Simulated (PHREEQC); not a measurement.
Consider water at 25 °C with 17 mmol/kgw NaHCO3, 0.46 mmol/kgw NaF and 1.6 mmol/kgw KCl. Closed to the air; pH follows from the charge balance.

Computed with PHREEQC (ion-association model, phreeqc.dat).

```
Property                      Result
--------------------  --------------
pH                              8.19
ionic strength        0.0191 mol/kgw
specific conductance      1710 µS/cm
total alkalinity         17.0 meq/kg
```

```
species  molality  activity   log γ
-------  --------  --------  ------
Na+        0.0173    0.0151  -0.058
HCO3-      0.0165    0.0144  -0.057
Cl-       0.00160   0.00139  -0.060
K+        0.00160   0.00139  -0.061
F-       0.000457  0.000397  -0.061
CO2      0.000211  0.000212   0.002
CO3-2    0.000175  0.000104  -0.226
NaHCO3   0.000122  0.000123   0.002
NaCO3-    3.36e-5   2.93e-5  -0.059
```

No solid was allowed to form.
